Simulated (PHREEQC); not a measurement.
Model water analysis in mg/L, 25 °C, pH 3.71, pe 10.2:

| constituent | mg/L |
|---|---|
| Na | 2120 |
| K | 75.5 |
| Ca | 291 |
| Mg | 463 |
| Cl | 1350 |
| S(6) as SO4 | 7400 |
| Zn | 208 |
| O(0) (dissolved oxygen) | 8.32 |
| Cu(2) | 2.26 |
| Fe(3) | 1080 |
| Sr | 2.67 |
| B | 0.194 |

Valence states are taken as typed.

The numbers come from PHREEQC with the ion-association model, phreeqc.dat.

This is a speciation only: nothing precipitates in the calculation.

Task: Estimate the ionic strength.

Result: ionic strength 0.258 mol/kgw.

Task: In which forms is Na present?

Result: Na+ 94 %, NaSO4- 6.4 % of the Na.

The solution is supersaturated, for example in Jarosite-K, Fe(OH)3(a), so a real one may precipitate; this is no full list.
